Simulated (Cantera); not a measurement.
An isothermal, constant-pressure homogeneous reactor starts with 4.81 % H2, 95.2 % O2, equivalence ratio 0.025, at 1350 K and 20.0 Torr.

Model: the H2/O2 subset of GRI-Mech 3.0, which has no nitrogen chemistry, integrated in Cantera. Radical loss at walls, strong at low pressure, is not modelled. The temperature is held fixed by assumption; the heat of reaction is taken as removed at once.

One state of this run: x H2 = 0.000732; x O2 = 0.915; x HO2 = 4.14e-6; x O = 0.0318; x H = 0.00502. x: mole fraction; the columns are a selection and need not sum to one.

Task: Which value of t (s) does it belong to?
(A) 7.00
(B) 0.00265
(C) 0.737
(D) 1.00e-6

Result: B, 0.00265
